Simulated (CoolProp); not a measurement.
Vapour-liquid equilibrium of R22 (1) + methanol (2) at 0.18 bar; x and y are mole fractions of (1).

Model: multi-fluid Helmholtz-energy mixture model, Kamei 1995 and de Reuck 1993; pair parameters Bell 2016, in CoolProp.

```json
[
 {"x": "0.05", "bubble temperature, mixture model (°C)": "-25.9", "bubble temperature, Raoult's law (°C)": "-12.4", "y, mixture model": "0.965", "y, Raoult's law": "0.906"},
 {"x": "0.125", "bubble temperature, mixture model (°C)": "-44.5", "bubble temperature, Raoult's law (°C)": "-33.4", "y, mixture model": "0.993", "y, Raoult's law": "0.983"},
 {"x": "0.2", "bubble temperature, mixture model (°C)": "-52.3", "bubble temperature, Raoult's law (°C)": "-43.4", "y, mixture model": "0.997", "y, Raoult's law": "0.993"},
 {"x": "0.275", "bubble temperature, mixture model (°C)": "-57.0", "bubble temperature, Raoult's law (°C)": "-49.8", "y, mixture model": "0.998", "y, Raoult's law": "0.997"},
 {"x": "0.35", "bubble temperature, mixture model (°C)": "-60.2", "bubble temperature, Raoult's law (°C)": "-54.3", "y, mixture model": "0.999", "y, Raoult's law": "0.998"},
 {"x": "0.425", "bubble temperature, mixture model (°C)": "-62.5", "bubble temperature, Raoult's law (°C)": "-57.9", "y, mixture model": "0.999", "y, Raoult's law": "0.999"},
 {"x": "0.5", "bubble temperature, mixture model (°C)": "-64.3", "bubble temperature, Raoult's law (°C)": "-60.7", "y, mixture model": "0.999", "y, Raoult's law": "0.999"},
 {"x": "0.575", "bubble temperature, mixture model (°C)": "-65.8", "bubble temperature, Raoult's law (°C)": "-63.1", "y, mixture model": "0.999", "y, Raoult's law": "1.000"},
 {"x": "0.65", "bubble temperature, mixture model (°C)": "-67.1", "bubble temperature, Raoult's law (°C)": "-65.2", "y, mixture model": "1.000", "y, Raoult's law": "1.000"},
 {"x": "0.725", "bubble temperature, mixture model (°C)": "-68.2", "bubble temperature, Raoult's law (°C)": "-66.9", "y, mixture model": "1.000", "y, Raoult's law": "1.000"},
 {"x": "0.8", "bubble temperature, mixture model (°C)": "-69.2", "bubble temperature, Raoult's law (°C)": "-68.5", "y, mixture model": "1.000", "y, Raoult's law": "1.000"},
 {"x": "0.875", "bubble temperature, mixture model (°C)": "-70.2", "bubble temperature, Raoult's law (°C)": "-69.9", "y, mixture model": "1.000", "y, Raoult's law": "1.000"},
 {"x": "0.95", "bubble temperature, mixture model (°C)": "-71.2", "bubble temperature, Raoult's law (°C)": "-71.2", "y, mixture model": "1.000", "y, Raoult's law": "1.000"}
]
```

The largest gap from Raoult's law is -13.5 K in bubble temperature, at x = 0.05. No azeotrope shows between x = 0.05 and 0.95.

The pair parameters rest on a limited set of measurements; away from them the model extrapolates. With so large a gap from Raoult's law the liquid may split in two, which this calculation doesn't test in full.
